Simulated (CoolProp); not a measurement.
Properties of cis-2-butene along the isotherm 251.85 °C (Tc = 162.6 °C, pc = 42.36 bar, ω = 0.202).

Values from CoolProp's reference Helmholtz-energy equation of state, Lemmon 2005. It is a short technical equation, of lower accuracy than the large ones.

```json
[
 {"p (bar)": "47.1", "phase": "supercritical", "Z": "0.7754", "Joule-Thomson coefficient (K/MPa)": "6.156", "isothermal compressibility (1/MPa)": "0.2767", "expansivity (1/kK)": "4.352", "fugacity coefficient": "0.8049"},
 {"p (bar)": "94.1", "phase": "supercritical", "Z": "0.5806", "Joule-Thomson coefficient (K/MPa)": "4.679", "isothermal compressibility (1/MPa)": "0.1459", "expansivity (1/kK)": "8.375", "fugacity coefficient": "0.6447"},
 {"p (bar)": "141", "phase": "supercritical", "Z": "0.5754", "Joule-Thomson coefficient (K/MPa)": "1.837", "isothermal compressibility (1/MPa)": "0.04864", "expansivity (1/kK)": "5.569", "fugacity coefficient": "0.5405"},
 {"p (bar)": "188", "phase": "supercritical", "Z": "[?]", "Joule-Thomson coefficient (K/MPa)": "0.8403", "isothermal compressibility (1/MPa)": "[?]", "expansivity (1/kK)": "[?]", "fugacity coefficient": "0.4833"},
 {"p (bar)": "235", "phase": "supercritical", "Z": "0.7520", "Joule-Thomson coefficient (K/MPa)": "0.4273", "isothermal compressibility (1/MPa)": "0.01463", "expansivity (1/kK)": "2.882", "fugacity coefficient": "0.4521"},
 {"p (bar)": "282", "phase": "supercritical", "Z": "0.8515", "Joule-Thomson coefficient (K/MPa)": "0.2075", "isothermal compressibility (1/MPa)": "0.01049", "expansivity (1/kK)": "2.396", "fugacity coefficient": "0.4359"},
 {"p (bar)": "329", "phase": "supercritical", "Z": "0.9513", "Joule-Thomson coefficient (K/MPa)": "0.07198", "isothermal compressibility (1/MPa)": "0.008123", "expansivity (1/kK)": "2.080", "fugacity coefficient": "0.4293"},
 {"p (bar)": "377", "phase": "supercritical", "Z": "1.053", "Joule-Thomson coefficient (K/MPa)": "-0.02119", "isothermal compressibility (1/MPa)": "0.006575", "expansivity (1/kK)": "1.852", "fugacity coefficient": "0.4293"},
 {"p (bar)": "424", "phase": "supercritical", "Z": "1.151", "Joule-Thomson coefficient (K/MPa)": "-0.08658", "isothermal compressibility (1/MPa)": "0.005530", "expansivity (1/kK)": "1.685", "fugacity coefficient": "0.4345"}
]
```

Fill in the missing entries.


- 188, Z: 0.6558
- 188, isothermal compressibility (1/MPa): 0.02333
- 188, expansivity (1/kK): 3.735
